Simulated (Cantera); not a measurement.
A closed system holds: 1 mol PbO, 0.82 mol CO, 11 mol H2, at 1623.15 K and 900000 Pa.

Equilibrium computed with Cantera from the NASA thermochemical tables; the gas is ideal and each condensed phase is pure. Candidate condensed phases: C, C6H6, C7H8, C8H18, H2O, Pb, PbO, PbO2, Pb3O4; 113 gas species. Kinetics and transport are ignored.

Base state: H2 0.841, H2O 0.0819, CO 0.0667, Pb 0.00816, CO2 0.00209, CH4 4.40e-5, H 2.12e-5 (mole fractions); condensed: Pb(l).

Question: What changes in the equilibrium state with this change: temperature from 1623.15 K to 1298 K?

Answer: 
```
species      before     after
----------  -------  --------
H2            0.841     0.846
H2O          0.0819    0.0842
CO           0.0667    0.0634
Pb          0.00816  0.000284
H           2.12e-5   3.28e-7
CH4         4.40e-5   0.00273
Pb(l), mol    0.903     0.997
```
